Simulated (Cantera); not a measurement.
Mixture: CH3OH : O2 : N2 = 1 : 1.07 : 4.03 (molar parts), at 1.01 bar, adiabatic and at constant volume. Ignition delay is the time to a rise of 400 K.

Cantera simulation using GRI-Mech 3.0 (53 species, 325 reactions); the numbers are that mechanism's predictions, not measurements. GRI-Mech 3.0 was tuned for natural gas; its chemistry of methanol as a main component is partial and can be far from experiment.

Problem. What does this change do: pressure from 1.01 bar to 13.0 bar?

Solution. 
```
quantity                                                before       after
--------------------------------------------------  ----------  ----------
delay at 1173 K                                        13.5 ms     1.79 ms
delay at 1323 K                                        1.36 ms    0.170 ms
delay at 1473 K                                       0.234 ms     27.5 µs
delay at 1623 K                                        60.4 µs     6.70 µs
delay at 1773 K                                        20.7 µs     2.19 µs
apparent activation energy between 1623 and 1773 K  170 kJ/mol  180 kJ/mol
```
The pressure lies above the range GRI-Mech 3.0 was tuned for (to about 10 atm).
